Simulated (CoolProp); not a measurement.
Computed with CoolProp (reference Helmholtz-energy equation of state, Penoncello 2003).

**Question.** For CHF3 (R23), give the phase and the cp (kJ/(kg K)), Prandtl number at 475 K and 39500 kPa; 475 K and 43900 kPa.

**Answer.** 
- 475 K and 39500 kPa: supercritical; cp 1.33, Prandtl number 1.13
- 475 K and 43900 kPa: supercritical; cp 1.32, Prandtl number 1.16

Viscosity comes from a separate model (Shan 2000). Thermal conductivity comes from a separate model (Shan 2000).
